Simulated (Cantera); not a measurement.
A diamond (100) surface in a fixed gas of H2 with x(CH4) = 0.0069, x(H) = 0.00029, x(CH3) = 2.6e-05, 0.0513 atm; coverages are run to steady state.

Cantera simulation using the Harris–Goodwin 1993 mechanism for the reconstructed diamond (100) surface; the numbers are that mechanism's predictions, not measurements.

θ: site fractions in the mechanism's names (c6HH fully hydrogenated, c6H* and c6*H radical sites, c6** diradical, c6HM methylated).

| T (K) | growth (µm/h) | θ c6HH | θ c6H* | θ c6*H | θ c6** | θ c6HM |
|---|---|---|---|---|---|---|
| 950 | [?] | 0.612 | 0.0131 | 0.310 | 0.00522 | 0.0454 |
| 1000 | [?] | 0.588 | 0.0172 | 0.352 | 0.00714 | 0.0261 |
| 1050 | [?] | 0.566 | 0.0216 | 0.387 | 0.00910 | 0.0111 |
| 1100 | [?] | 0.545 | 0.0260 | 0.412 | 0.0108 | 0.00372 |
| 1150 | [?] | 0.528 | 0.0302 | 0.427 | 0.0121 | 0.00115 |
| 1200 | [?] | 0.518 | 0.0339 | 0.434 | 0.0129 | 0.000359 |
| 1250 | [?] | 0.515 | 0.0373 | 0.434 | 0.0132 | 0.000115 |
| 1300 | [?] | 0.519 | 0.0400 | 0.428 | 0.0131 | 3.82e-5 |
| 1350 | [?] | 0.528 | 0.0423 | 0.417 | 0.0126 | 1.32e-5 |
| 1400 | [?] | 0.541 | 0.0440 | 0.402 | 0.0120 | 4.89e-6 |

Question: Complete the blanks.

Answer: 
- 950, growth (µm/h): 0.422
- 1000, growth (µm/h): 0.386
- 1050, growth (µm/h): 0.256
- 1100, growth (µm/h): 0.142
- 1150, growth (µm/h): 0.0847
- 1200, growth (µm/h): 0.0626
- 1250, growth (µm/h): 0.0528
- 1300, growth (µm/h): 0.0410
- 1350, growth (µm/h): 0.0247
- 1400, growth (µm/h): 0.0115
